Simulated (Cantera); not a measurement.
**Equilibrium for nitride etching: Si3N4 + NF3 + N2**

Feed: 1 mol Si3N4, 6.8 mol NF3, 21 mol N2, at 13300 Pa.

Cantera equilibrium calculation (NASA polynomials, part measured and part estimated; ideal gas, pure solids and liquids). Candidate condensed phases: Si, Si3N4; 16 gas species. Equilibrium is a limit: real reactors are often held back by kinetics, nucleation or transport.

```tsv
T (K)	log p N2	log p F	log p F2	log p SiF4	log p NF3
800	-0.97	-3.11	-2.06	-1.91	-2.27
825	-0.98	-2.91	-1.98	-1.91	-2.40
850	-0.98	-2.73	-1.92	-1.92	-2.57
875	-0.98	-2.57	-1.89	-1.92	-2.76
900	-0.98	-2.43	-1.88	-1.93	-2.96
925	-0.99	-2.30	-1.89	-1.93	-3.17
950	-0.99	-2.19	-1.91	-1.93	-3.39
975	-0.99	-2.08	-1.93	-1.94	-3.61
1000	-1.00	-1.99	-1.97	-1.94	-3.84
1025	-1.00	-1.91	-2.02	-1.94	-4.08
1050	-1.00	-1.84	-2.07	-1.95	-4.32
1075	-1.01	-1.78	-2.14	-1.95	-4.57
1100	-1.01	-1.73	-2.22	-1.96	-4.83
1125	-1.02	-1.68	-2.31	-1.96	-5.10
```
log p: log10 of the partial pressure in bar; nothing condenses.

From 800 K to 1125 K nothing is condensed. The main Si-bearing gas is SiF4 throughout.
